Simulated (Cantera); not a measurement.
Cantera with NASA thermochemical tables; ideal gases at 1 bar, condensed phases pure. Values are per mole of reaction as written; species without (g) are pure solids or liquids, kept so even where they would boil at 1 bar.

0.6667 Cr + O₂(g) → 0.6667 CrO₃(g)

| T (K) | ΔH° (kJ) | ΔS° (J/K) | ΔG° (kJ) | log10 K | condensed phases |
|---|---|---|---|---|---|
| 1575 | -201.5 | -50.7 | -121.6 | 4.03 | Cr(s) |
| 1675 | … | … | … | … | Cr(s) |
| 1775 | -204.0 | -52.2 | -111.3 | 3.28 | Cr(s) |
| 1875 | -205.5 | -53.0 | -106.0 | 2.95 | Cr(s) |
| 1975 | -207.2 | -53.9 | -100.7 | 2.66 | Cr(s) |
| 2075 | -209.0 | -54.8 | -95.3 | 2.40 | Cr(s) |
| 2175 | … | … | … | … | Cr(l) |
| 2275 | -225.2 | -62.4 | -83.2 | 1.91 | Cr(l) |
| 2375 | -226.2 | -62.8 | -77.0 | 1.69 | Cr(l) |

### Question
Fill in the missing entries.

### Answer

- 1675, ΔH° (kJ): -202.7
- 1675, ΔS° (J/K): -51.4
- 1675, ΔG° (kJ): -116.5
- 1675, log10 K: 3.63
- 2175, ΔH° (kJ): -224.2
- 2175, ΔS° (J/K): -62.0
- 2175, ΔG° (kJ): -89.4
- 2175, log10 K: 2.15
